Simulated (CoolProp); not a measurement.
Vapour-liquid equilibrium of CHF3 (R23) (1) + sulfur hexafluoride (2) at 269.3 K; x and y are mole fractions of (1).

Computed with CoolProp (multi-fluid Helmholtz-energy mixture model, Penoncello 2003 and Guder 2009; pair parameters Bell 2016).

```
x     bubble pressure (MPa)  y at the bubble point  dew pressure at overall composition x (MPa)  liquid density (mol/L)
----  ---------------------  ---------------------  -------------------------------------------  ----------------------
0.05                  1.309                  0.148                                        1.181                   10.92
0.2                   1.703                    ___                                        1.386                   11.15
0.35                  1.950                    ___                                          ___                   11.46
0.5                   2.118                    ___                                        1.940                     ___
0.65                  2.232                  0.699                                          ___                   12.54
0.8                   2.288                  0.808                                        2.287                     ___
0.95                  2.272                    ___                                        2.269                   14.71
```

Complete the blanks.


- 0.2, y at the bubble point: 0.380
- 0.35, y at the bubble point: 0.505
- 0.35, dew pressure at overall composition x (MPa): 1.644
- 0.5, y at the bubble point: 0.603
- 0.5, liquid density (mol/L): 11.90
- 0.65, dew pressure at overall composition x (MPa): 2.181
- 0.8, liquid density (mol/L): 13.47
- 0.95, y at the bubble point: 0.944

y crosses x between x = 0.8 and 0.95: the model has an azeotrope there.

The pair parameters rest on a limited set of measurements; away from them the model extrapolates.
